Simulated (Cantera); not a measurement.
A perfectly stirred reactor is fed with H₂ : O₂ = 0.0082 : 1 (molar parts), equivalence ratio 0.0041, at 810 Pa; it is held at 1100 K, and followed from long to short residence time.

Cantera simulation using GRI-Mech 3.0 (53 species, 325 reactions); the numbers are that mechanism's predictions, not measurements. Radical loss at walls, strong at low pressure, is not modelled.

Q: Predict: x(H₂) at τ = 25.0 s; x(O₂) at τ = 25.0 s; x(OH) at τ = 25.0 s; x(O) at τ = 25.0 s; x(H₂O) at τ = 25.0 s; x(H₂) at τ = 0.260 s; x(O₂) at τ = 0.260 s; x(OH) at τ = 0.260 s; x(O) at τ = 0.260 s; x(H₂O) at τ = 0.260 s.

A: 
```
Property                 Result
---------------------  --------
x(H₂) at τ = 25.0 s     1.28e-5
x(O₂) at τ = 25.0 s       0.991
x(OH) at τ = 25.0 s    0.000113
x(O) at τ = 25.0 s     0.000371
x(H₂O) at τ = 25.0 s    0.00809
x(H₂) at τ = 0.260 s   0.000182
x(O₂) at τ = 0.260 s      0.988
x(OH) at τ = 0.260 s   0.000469
x(O) at τ = 0.260 s     0.00388
x(H₂O) at τ = 0.260 s   0.00762
```
